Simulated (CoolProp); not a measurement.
Vapour-liquid equilibrium of R114 (1) + benzene (2) at 301.4 K; x and y are mole fractions of (1).

Computed with CoolProp (multi-fluid Helmholtz-energy mixture model, Platzer 1990 and Thol 2012; pair parameters Bell 2016). This equation is an older, rougher fit; its heat capacities, sound speeds and derivatives of the liquid may be far off and weren't checked against measurements.

Question: Give the bubble pressure and the first vapour's composition at x = 0.35, 0.425, 0.5. Is there an azeotrope?

Answer: x = 0.35: 0.1450 MPa, y = 0.917; x = 0.425: 0.1557 MPa, y = 0.926; x = 0.5: 0.1650 MPa, y = 0.934. No azeotrope shows between x = 0.05 and 0.95.

Pair parameters are fitted to limited data, so mixtures are less certain than the pure fluids. With so large a gap from Raoult's law the liquid may split in two, which this calculation doesn't test in full.
